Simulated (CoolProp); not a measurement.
Vapour-liquid equilibrium of n-perfluorobutane (1) + R365MFC (2) at 357 K; x and y are mole fractions of (1).

Model: multi-fluid Helmholtz-energy mixture model, Gao 2022 and Lemmon 2016; pair parameters Bell 2016, in CoolProp.

Problem. Give the bubble pressure and the first vapour's composition at x = 0.125, 0.35, 0.575. Is there an azeotrope?

Solution. x = 0.125: 683.5 kPa, y = 0.444; x = 0.35: 945.0 kPa, y = 0.634; x = 0.575: 1089 kPa, y = 0.732. No azeotrope shows between x = 0.05 and 0.95.

The pair parameters rest on a limited set of measurements; away from them the model extrapolates.
